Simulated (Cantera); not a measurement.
Gas mixture: N₂ : C₃H₈ : C₂H₄ : H₂ = 0.99 : 0.95 : 0.61 : 0.26 (molar parts), at 0.0612 atm, frozen composition.

Cantera's kinetic-theory transport with the Lennard-Jones parameters of GRI-Mech 3.0, ideal gas; thermal conductivity in the multicomponent form. The composition is frozen, though it would react at the higher temperatures.

D: mixture-averaged diffusion coefficient of that species in the mixture.

```csv
T (K),ρ (kg/m³),cp (J/kg/K),μ (µPa s),λ (mW/m/K),Pr,D (cm²/s) H,D (cm²/s) CO₂,D (cm²/s) N₂
400,0.0579,1812,14.6,38.6,0.683,___,3.35,4.05
650,0.0356,2434,21.6,71.8,0.731,___,8.09,9.51
900,0.0257,2875,27.4,105,0.748,___,14.3,16.6
1150,0.0201,3184,32.6,137,0.755,___,21.8,25.1
1400,0.0165,3410,37.3,168,0.758,___,30.5,34.9
1650,0.0140,3584,41.6,197,0.758,___,40.2,45.9
1900,0.0122,3716,45.7,224,0.759,___,50.9,58.1
2150,0.0108,3815,49.5,249,0.758,___,62.6,71.4
2400,0.00965,3888,53.2,273,0.757,___,75.2,85.7
```

Question: What belongs in the gaps?

Answer: 
- 400, D (cm²/s) H: 25.6
- 650, D (cm²/s) H: 60.5
- 900, D (cm²/s) H: 106
- 1150, D (cm²/s) H: 160
- 1400, D (cm²/s) H: 223
- 1650, D (cm²/s) H: 294
- 1900, D (cm²/s) H: 371
- 2150, D (cm²/s) H: 456
- 2400, D (cm²/s) H: 548
